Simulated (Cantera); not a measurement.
A closed system holds: 1 mol B2H6, 75 mol H2, 0.2 mol N2, 0.49 mol H2O, equilibrated at 0.000490 bar.

Cantera equilibrium calculation (NASA polynomials, part measured and part estimated; ideal gas, pure solids and liquids). Candidate condensed phases: B, BN, B2O3, B3O3H3, H2O; 39 gas species. The feed counts by its element totals alone. N2 is the only nitrogen source here; it is nearly inert below about 1500 K, so the nitride shown seldom forms there in practice. Mutual solubility and eutectic melting of coexisting phases are not modelled. The numbers say what is thermodynamically allowed, not how fast it happens.

Problem. What share of the B ends up in condensed phases as a function of T (K), at 1273, 1373, 1473, 1573, 1673, 1773, 1873, 1973, 2073, 2173, 2273?

Solution. 
```csv
T (K),B condensed (%),as
1273,75.8,B(s) + BN(s)
1373,75.6,B(s) + BN(s)
1473,75.5,B(s) + BN(s)
1573,75.4,B(s) + BN(s)
1673,75.3,B(s) + BN(s)
1773,75.0,B(s)
1873,74.5,B(s)
1973,73.1,B(s)
2073,68.8,B(s)
2173,53.7,B(s)
2273,0.0,-
```
